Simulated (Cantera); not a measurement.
An adiabatic, constant-volume homogeneous reactor starts with CH4 : O2 : N2 = 1 : 2.99 : 11.2 (molar parts), equivalence ratio 0.67, at 1173 K and 9.60 bar.

Cantera simulation using GRI-Mech 3.0 (53 species, 325 reactions); the numbers are that mechanism's predictions, not measurements.

Problem. Predict: time of steepest temperature rise; temperature at 0.800 s; equilibrium temperature; x(O2) at 0.800 s; x(HO2) at 0.800 s; x(O) at 0.800 s.

Solution. 
| Quantity | Result |
|---|---|
| time of steepest temperature rise | 5.59 ms |
| temperature at 0.800 s | 2701 K |
| equilibrium temperature | 2701 K |
| x(O2) at 0.800 s | 0.0569 (gas-phase equilibrium 0.0569) |
| x(HO2) at 0.800 s | 2.11e-5 (gas-phase equilibrium 2.11e-5) |
| x(O) at 0.800 s | 0.00185 (gas-phase equilibrium 0.00185) |
